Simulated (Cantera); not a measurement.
An isothermal, constant-pressure homogeneous reactor starts with CH₄ : N₂ = 1 : 14 (molar parts), at 1600 K and 0.306 atm. Integrator tolerance rtol = 1e-08.

Cantera simulation using GRI-Mech 3.0 (53 species, 325 reactions); the numbers are that mechanism's predictions, not measurements. GRI-Mech 3.0 stops at C3 and has no aromatics, soot or wall deposition, so with more carbon than oxygen in the feed, carbon stays in small species such as C2H2 where larger ones or solid carbon would form.

Question: What does this change do: temperature 1600 to 1625 K?

Answer: 
| quantity | before | after |
|---|---|---|
| x(CH₄) at 80.0 s | 0.000477 (gas-phase equilibrium 0.000250) | 0.000379 (gas-phase equilibrium 0.000196) |
| x(H) at 80.0 s | 3.00e-5 (gas-phase equilibrium 3.00e-5) | 3.89e-5 (gas-phase equilibrium 3.90e-5) |
| x(CH₂) at 80.0 s | 9.38e-10 (gas-phase equilibrium 4.90e-10) | 1.29e-9 (gas-phase equilibrium 6.65e-10) |
| x(H₂) at 80.0 s | 0.0930 (gas-phase equilibrium 0.0934) | 0.0931 (gas-phase equilibrium 0.0934) |
| x(C₂H₄) at 80.0 s | 9.84e-5 (gas-phase equilibrium 2.68e-5) | 7.96e-5 (gas-phase equilibrium 2.12e-5) |
| x(C₂H) at 80.0 s | 3.35e-8 (gas-phase equilibrium 9.07e-9) | 4.97e-8 (gas-phase equilibrium 1.32e-8) |
| x(CH₃) at 80.0 s | 3.12e-6 (gas-phase equilibrium 1.63e-6) | 3.22e-6 (gas-phase equilibrium 1.66e-6) |

Question: What does this change do: N2 14 to 30 parts?

Answer: 
```csv
quantity,before,after
x(CH₄) at 80.0 s,0.000477 (gas-phase equilibrium 0.000250),0.000121 (gas-phase equilibrium 4.89e-5)
x(H) at 80.0 s,3.00e-5 (gas-phase equilibrium 3.00e-5),2.12e-5 (gas-phase equilibrium 2.13e-5)
x(CH₂) at 80.0 s,9.38e-10 (gas-phase equilibrium 4.90e-10),4.74e-10 (gas-phase equilibrium 1.91e-10)
x(H₂) at 80.0 s,0.0930 (gas-phase equilibrium 0.0934),0.0467 (gas-phase equilibrium 0.0468)
x(C₂H₄) at 80.0 s,9.84e-5 (gas-phase equilibrium 2.68e-5),2.48e-5 (gas-phase equilibrium 4.09e-6)
x(C₂H) at 80.0 s,3.35e-8 (gas-phase equilibrium 9.07e-9),2.37e-8 (gas-phase equilibrium 3.90e-9)
x(CH₃) at 80.0 s,3.12e-6 (gas-phase equilibrium 1.63e-6),1.12e-6 (gas-phase equilibrium 4.51e-7)
```

Question: What does this change do: CH4 1 to 0.78 parts?

Answer: 
```json
[
 {"quantity": "x(CH₄) at 80.0 s", "before": "0.000477 (gas-phase equilibrium 0.000250)", "after": "0.000308 (gas-phase equilibrium 0.000149)"},
 {"quantity": "x(H) at 80.0 s", "before": "3.00e-5 (gas-phase equilibrium 3.00e-5)", "after": "2.69e-5 (gas-phase equilibrium 2.69e-5)"},
 {"quantity": "x(CH₂) at 80.0 s", "before": "9.38e-10 (gas-phase equilibrium 4.90e-10)", "after": "7.54e-10 (gas-phase equilibrium 3.65e-10)"},
 {"quantity": "x(H₂) at 80.0 s", "before": "0.0930 (gas-phase equilibrium 0.0934)", "after": "0.0747 (gas-phase equilibrium 0.0750)"},
 {"quantity": "x(C₂H₄) at 80.0 s", "before": "9.84e-5 (gas-phase equilibrium 2.68e-5)", "after": "6.35e-5 (gas-phase equilibrium 1.49e-5)"},
 {"quantity": "x(C₂H) at 80.0 s", "before": "3.35e-8 (gas-phase equilibrium 9.07e-9)", "after": "3.00e-8 (gas-phase equilibrium 6.99e-9)"},
 {"quantity": "x(CH₃) at 80.0 s", "before": "3.12e-6 (gas-phase equilibrium 1.63e-6)", "after": "2.25e-6 (gas-phase equilibrium 1.09e-6)"}
]
```
